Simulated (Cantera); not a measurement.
# Premixed flame

A freely propagating, adiabatic, planar premixed flame of H2 : O2 : N2 = 1 : 0.704 : 2.65 (molar parts), equivalence ratio 0.71, unburnt at 373 K and 1.00 bar; mixture-averaged transport, grid criteria slope 0.08 and curve 0.16, no radiation.

Detailed kinetics in Cantera: the H2/O2 subset of GRI-Mech 3.0, which has no nitrogen chemistry. Burning velocities carry a grid error of a few per cent, more on coarse grids.

| z (mm) | T (K) | u (m/s) | x H2 | x O2 | x H2O | x HO2 | x H2O2 | x OH |
|---|---|---|---|---|---|---|---|---|
| -1.09 | 373 | 1.95 | 0.230 | 0.162 | <1e-8 | <1e-8 | <1e-8 | <1e-8 |
| -0.725 | 373 | 1.95 | 0.230 | 0.162 | 6.60e-8 | <1e-8 | <1e-8 | <1e-8 |
| -0.544 | 373 | 1.95 | 0.229 | 0.162 | 1.19e-6 | 5.22e-8 | <1e-8 | <1e-8 |
| -0.363 | 374 | 1.95 | 0.226 | 0.162 | 2.21e-5 | 1.17e-6 | 1.91e-7 | <1e-8 |
| -0.181 | 421 | 2.14 | 0.204 | 0.166 | 0.00256 | 0.000182 | 2.64e-5 | 1.91e-5 |
| -0.0906 | 708 | 3.48 | 0.158 | 0.159 | 0.0320 | 0.000310 | 6.90e-5 | 0.000772 |
| 0 | 1114 | 5.35 | 0.0938 | 0.129 | 0.101 | 0.000131 | 1.53e-5 | 0.00205 |
| 0.0906 | 1402 | 6.69 | 0.0421 | 0.0887 | 0.171 | 7.05e-5 | 5.22e-6 | 0.00584 |
| 0.181 | 1564 | 7.43 | 0.0217 | 0.0688 | 0.203 | 4.57e-5 | 2.86e-6 | 0.00897 |
| 0.363 | 1725 | 8.15 | 0.0140 | 0.0601 | 0.220 | 2.96e-5 | 1.37e-6 | 0.0111 |
| 0.725 | 1861 | 8.73 | 0.00986 | 0.0570 | 0.231 | 1.84e-5 | 7.02e-7 | 0.0111 |
| 1.45 | 1963 | 9.15 | 0.00569 | 0.0553 | 0.241 | 1.00e-5 | 4.06e-7 | 0.00941 |
| 2.90 | 2024 | 9.40 | 0.00265 | 0.0548 | 0.247 | 5.02e-6 | 2.49e-7 | 0.00685 |
x: mole fraction of selected species; z is measured from the peak of heat release.

```yaml
laminar_burning_velocity: 195 cm/s
thermal_thickness: 0.363 mm
peak x(HO2): 0.000419
peak x(H2O2): 7.40e-5
peak x(OH): 0.0113
grid_points: 109
```
